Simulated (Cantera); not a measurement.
Source: NASA polynomial tables (part measured, part estimated), evaluated in Cantera. Values are per mole of reaction as written; species without (g) are pure solids or liquids, kept so even where they would boil at 1 bar.

Q: Between 625 and 1025 K, where is each reaction favourable under standard conditions?
- SF4(g) + 2 Ca(g) → 2 CaF2 + S
- CaS + 2 F(g) → CaF2 + S
- CaS + 3 F2(g) → SF4(g) + CaF2

A: 
- SF4(g) + 2 Ca(g) → 2 CaF2 + S: ΔG° is -1777 kJ at 625 K and -1624 kJ at 1025 K; it stays negative (K > 1). ΔH° is -2002 kJ and ΔS° -368 J/K at 1025 K.
- CaS + 2 F(g) → CaF2 + S: ΔG° is -743 kJ at 625 K and -642 kJ at 1025 K; it stays negative (K > 1). ΔH° is -896 kJ and ΔS° -248 J/K at 1025 K.
- CaS + 3 F2(g) → SF4(g) + CaF2: ΔG° is -1332 kJ at 625 K and -1220 kJ at 1025 K; it stays negative (K > 1). ΔH° is -1501 kJ and ΔS° -275 J/K at 1025 K.
